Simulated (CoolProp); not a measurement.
Vapour pressure (kPa) of n-hexane: the reference equation beside estimates from Tc = 234.7 °C, pc = 3044 kPa, ω = 0.300. Clausius-Clapeyron is anchored at 64.45 °C with a constant enthalpy of vaporisation of 29.16 kJ/mol.

The numbers come from the reference Helmholtz-energy equation of state, Thol 2019 in CoolProp.

```
T (°C)  reference  Clausius-Clapeyron  Soave-Redlich-Kwong
------  ---------  ------------------  -------------------
58.55       72.79               73.52                72.20
61.45       80.18               80.58                    ?
64.45       88.44               88.44                    ?
67.35       97.05               96.62                    ?
70.25       106.3               105.4                105.8
73.15       116.2               114.8                115.8
76.05       126.9               124.9                126.5
79.05       138.6                   ?                138.4
81.95           ?               147.6                    ?
84.85       163.8               159.9                163.8
87.75       177.7               172.9                177.8
90.65           ?               186.9                192.7
```

**Question.** What belongs in the gaps?

**Answer.** 
- 61.45, Soave-Redlich-Kwong: 79.61
- 64.45, Soave-Redlich-Kwong: 87.90
- 67.35, Soave-Redlich-Kwong: 96.54
- 79.05, Clausius-Clapeyron: 136.0
- 81.95, reference: 150.8
- 81.95, Soave-Redlich-Kwong: 150.7
- 90.65, reference: 192.4

Absolute difference from the reference over all 12 rows, mean and median: Clausius-Clapeyron 1.5 and 1.4 %, Soave-Redlich-Kwong 0.4 and 0.3 %.
